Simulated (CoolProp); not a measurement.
Values from CoolProp's reference Helmholtz-energy equation of state, Setzmann 1991.

Q: For methane, give the phase and the Z, speed of sound (m/s), isothermal compressibility (1/MPa), Prandtl number at 260.4 K and 19.5 bar; 260.4 K and 67 bar; 260.4 K and 230 bar.

A: 
- 260.4 K and 19.5 bar: gas; Z 0.946, speed of sound 411, isothermal compressibility 0.543, Prandtl number 0.780
- 260.4 K and 67 bar: supercritical; Z 0.814, speed of sound 395, isothermal compressibility 0.182, Prandtl number 0.964
- 260.4 K and 230 bar: supercritical; Z 0.758, speed of sound 612, isothermal compressibility 0.0252, Prandtl number 1.28

Viscosity comes from a separate model (Quiñones-Cisneros 2006). Thermal conductivity comes from a separate model (Friend 1989).
